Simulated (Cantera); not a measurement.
A closed system holds: 1 mol Pb, 1.6 mol CO, 1.3 mol N2, equilibrated at 0.0133 bar.

These are equilibrium values from Cantera (NASA tables, ideal gas, pure condensed phases), not measurements of a reactor. Candidate condensed phases: C, Pb, PbO, PbO2, Pb3O4; 27 gas species. Equilibrium is a limit: real reactors are often held back by kinetics, nucleation or transport.

x: gas mole fraction; n: condensed amount in mol.

```
T (°C)   x CO   x N2    x Pb  x CO2    x Pb2     x PbO  n C(graphite)  n Pb(l)
------  -----  -----  ------  -----  -------  --------  -------------  -------
875     0.540  0.439  0.0210    [?]  4.49e-7  1.34e-10       0.000468    0.938
900     0.534  0.434  0.0316    [?]  8.89e-7  1.94e-10       0.000318    0.905
925     0.526  0.427  0.0468    [?]  1.71e-6  2.75e-10       0.000218    0.858
950     0.514  0.418  0.0681    [?]  3.19e-6  3.81e-10              0    0.788
975     0.498  0.405  0.0975    [?]  5.81e-6  5.16e-10              0    0.687
1000    0.476  0.387   0.138    [?]  1.03e-5  6.80e-10              0    0.537
1025    0.446  0.362   0.192    [?]  1.79e-5  8.68e-10              0    0.312
1050    0.410  0.333   0.256    [?]  2.88e-5   1.04e-9              0        0
1075    0.410  0.333   0.256    [?]  2.60e-5   1.02e-9              0        0
1100    0.410  0.333   0.256    [?]  2.36e-5   1.00e-9              0        0
1125    0.410  0.333   0.256    [?]  2.14e-5  9.85e-10              0        0
1150    0.410  0.333   0.256    [?]  1.95e-5  9.68e-10              0        0
1175    0.410  0.333   0.256    [?]  1.78e-5  9.52e-10              0        0
1200    0.410  0.333   0.256    [?]  1.64e-5  9.36e-10              0        0
```

### Question
Some entries are withheld; supply them.

### Answer

- 875, x CO2: 0.000158
- 900, x CO2: 0.000106
- 925, x CO2: 7.17e-5
- 950, x CO2: 4.85e-5
- 975, x CO2: 3.26e-5
- 1000, x CO2: 2.17e-5
- 1025, x CO2: 1.40e-5
- 1050, x CO2: 8.87e-6
- 1075, x CO2: 6.69e-6
- 1100, x CO2: 5.10e-6
- 1125, x CO2: 3.93e-6
- 1150, x CO2: 3.06e-6
- 1175, x CO2: 2.40e-6
- 1200, x CO2: 1.90e-6
